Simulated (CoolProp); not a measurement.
A single-stage vapour-compression cycle with cyclopentane: evaporating at 277.15 K (dew point), condensing at 315.15 K (bubble point), superheat 8 K, subcooling 0 K, compressor efficiency 0.65, no pressure losses. Each further row changes one setting.

Computed with CoolProp (reference Helmholtz-energy equation of state, Gedanitz 2015).

| case | cooling COP | pressure ratio | discharge temperature (K) | refrigerating effect (kJ/kg) | volumetric capacity (kJ/m³) |
|---|---|---|---|---|---|
| as stated | 4.27 | 4.61 | 352.1 | 361 | 185 |
| evaporating temperature 282.15 K | 5.08 | 3.67 | 347.4 | 367 | 233 |
| condensing temperature 310.15 K | 4.99 | 3.87 | 344.7 | 371 | 190 |
| subcooling 5 K | 4.38 | 4.61 | 352.1 | 371 | 190 |
| superheat 18 K | 4.26 | 4.61 | 361.7 | 373 | 185 |
| compressor efficiency 0.55 | 3.61 | 4.61 | 362.4 | 361 | 185 |
